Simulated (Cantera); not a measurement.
An isothermal, constant-pressure homogeneous reactor starts with 0.327 % CH3OH, 0.565 % O2, 99.1 % N2, equivalence ratio 0.87, at 1150 K and 6450 Torr.

Model: GRI-Mech 3.0 (53 species, 325 reactions), integrated in Cantera. GRI-Mech 3.0 was tuned for natural gas; its chemistry of methanol as a main component is partial and can be far from experiment.

x: mole fraction; the columns are a selection and need not sum to one.

```csv
t (s),x CH3OH,x O2,x HO2,x CH2O,x NO,x NO2,x HCO
2.00e-6,0.00327,0.00565,1.45e-10,2.48e-10,<1e-12,<1e-12,<1e-12
9.35e-6,0.00327,0.00565,1.31e-9,2.07e-9,<1e-12,<1e-12,<1e-12
4.37e-5,0.00327,0.00565,7.09e-9,1.11e-8,<1e-12,<1e-12,<1e-12
0.000205,0.00327,0.00565,?,?,<1e-12,<1e-12,<1e-12
0.000956,0.00327,0.00565,1.96e-7,3.43e-7,<1e-12,<1e-12,<1e-12
0.00447,0.00327,0.00565,1.02e-6,3.47e-6,<1e-12,<1e-12,1.41e-12
0.0209,1.47e-6,0.00309,8.71e-6,1.64e-6,2.08e-10,2.12e-11,8.93e-10
0.0978,2.30e-12,0.00143,1.74e-6,2.78e-11,2.52e-9,8.53e-10,1.11e-11
0.457,<1e-12,0.000862,5.95e-7,<1e-12,5.90e-9,3.41e-9,<1e-12
2.14,<1e-12,0.000744,2.57e-8,<1e-12,7.25e-9,4.50e-9,<1e-12
10.0,<1e-12,0.000742,5.49e-11,<1e-12,?,4.74e-11,<1e-12
```

**Question.** Some entries are withheld; supply them.

**Answer.** 
- 0.000205, x HO2: 3.72e-8
- 0.000205, x CH2O: 5.88e-8
- 10.0, x NO: 1.18e-8
